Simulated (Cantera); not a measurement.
A freely propagating, adiabatic, planar premixed flame of 46.0 % H2, 10.4 % O2, 39.3 % N2, 4.28 % H2O, unburnt at 600 K and 113 Torr; mixture-averaged transport, grid criteria slope 0.08 and curve 0.16, no radiation.

Model: the H2/O2 subset of GRI-Mech 3.0, which has no nitrogen chemistry, integrated in Cantera. Burning velocities carry a grid error of a few per cent, more on coarse grids.

x: mole fraction of selected species; z is measured from the peak of heat release.

| z (mm) | T (K) | u (m/s) | x H2 | x O2 | x H2O | x HO2 | x H | x OH |
|---|---|---|---|---|---|---|---|---|
| -15.7 | 600 | 6.71 | 0.460 | 0.104 | 0.0428 | <1e-8 | <1e-8 | <1e-8 |
| -10.4 | 600 | 6.71 | 0.460 | 0.104 | 0.0428 | <1e-8 | <1e-8 | <1e-8 |
| -7.83 | 600 | 6.71 | 0.460 | 0.104 | 0.0428 | <1e-8 | <1e-8 | <1e-8 |
| -5.22 | 600 | 6.71 | 0.460 | 0.104 | 0.0428 | (withheld) | (withheld) | <1e-8 |
| -2.61 | 613 | 6.84 | 0.458 | 0.104 | 0.0437 | 5.56e-5 | 0.000559 | 3.14e-5 |
| -1.31 | 749 | 8.26 | 0.433 | 0.0997 | 0.0567 | 3.54e-5 | 0.0115 | 0.000243 |
| 0 | 1098 | 11.8 | 0.307 | 0.0567 | 0.148 | 1.26e-5 | 0.0754 | 0.00161 |
| 1.31 | 1321 | 14.1 | 0.215 | 0.00659 | 0.246 | 1.38e-6 | 0.116 | 0.00253 |
| 2.61 | 1404 | 14.9 | 0.211 | 0.00114 | 0.258 | 2.23e-7 | 0.112 | 0.00281 |
| 5.22 | 1500 | 15.8 | 0.219 | 0.000722 | 0.260 | 1.29e-7 | 0.0990 | 0.00335 |
| 10.4 | 1609 | 16.8 | 0.229 | (withheld) | 0.263 | (withheld) | (withheld) | 0.00382 |
| 20.9 | 1724 | 17.9 | 0.240 | 0.000437 | 0.265 | 6.92e-8 | 0.0661 | 0.00401 |
| 41.8 | 1834 | 18.9 | 0.250 | 0.000277 | 0.269 | 4.52e-8 | 0.0497 | 0.00381 |

Question: Fill in the missing entries.

Answer: 
- -5.22, x HO2: 7.64e-7
- -5.22, x H: 4.54e-7
- 10.4, x O2: 0.000598
- 10.4, x HO2: 9.82e-8
- 10.4, x H: 0.0831
